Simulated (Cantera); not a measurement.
**Transport properties of process gases**

Gas mixture: 93.2 % C₂H₆, 6.76 % H₂O, at 13300 Pa, frozen composition.

Cantera's kinetic-theory transport with the Lennard-Jones parameters of GRI-Mech 3.0, ideal gas; thermal conductivity in the mixture-averaged form. Polar gases are described roughly by these parameters. The composition is frozen, though it would react at the higher temperatures.

```csv
T (K),ρ (kg/m³),cp (J/kg/K),μ (µPa s),λ (mW/m/K),Pr,D (cm²/s) H,D (cm²/s) H₂,D (cm²/s) NH₃
400,0.117,2156,12.4,35.7,0.750,11.0,7.34,1.99
650,0.0722,3101,18.8,77.1,0.758,26.3,16.8,5.05
900,0.0521,3769,24.2,121,0.756,46.2,29.0,9.16
1150,0.0408,4283,29.0,163,0.759,70.1,43.7,14.2
1400,0.0335,4645,33.3,204,0.758,97.6,60.6,20.0
1650,0.0284,4908,37.3,242,0.756,129,79.5,26.5
```
D: mixture-averaged diffusion coefficient of that species in the mixture.
